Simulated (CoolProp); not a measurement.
Vapour pressure (kPa) of R11: the reference equation beside estimates from Tc = 471.1 K, pc = 4408 kPa, ω = 0.189. Clausius-Clapeyron is anchored at 317.3 K with a constant enthalpy of vaporisation of 23.84 kJ/mol.

Values from CoolProp's reference Helmholtz-energy equation of state, Jacobsen 1992.

```
T (K)  reference  Lee-Kesler  Clausius-Clapeyron  van der Waals  Redlich-Kwong  Soave-Redlich-Kwong  Peng-Robinson
-----  ---------  ----------  ------------------  -------------  -------------  -------------------  -------------
306        138.5       137.6               142.0          596.4          198.2                137.8          138.7
317.3      198.3       197.7               198.3          723.6          275.9                197.7          198.0
328.5      275.4       275.3               269.9          866.2          373.0                275.2          274.5
339.8      374.3       374.9               360.7           1028          493.7                374.9          372.7
351.1      497.9       499.3               473.3           1207          640.1                499.8          495.7
362.3      648.3       650.4               609.2           1404          813.0                652.1          645.5
373.6      831.9       834.3               774.0           1622           1018                838.3          828.8
384.9       1051        1054               969.5           1861           1257                 1061           1048
```

Absolute difference from the reference over all 8 rows, mean and median: Lee-Kesler 0.3 and 0.3 %, Clausius-Clapeyron 4.2 and 4.3 %, van der Waals 177.0 and 158.5 %, Redlich-Kwong 30.7 and 30.2 %, Soave-Redlich-Kwong 0.5 and 0.4 %, Peng-Robinson 0.3 and 0.3 %.
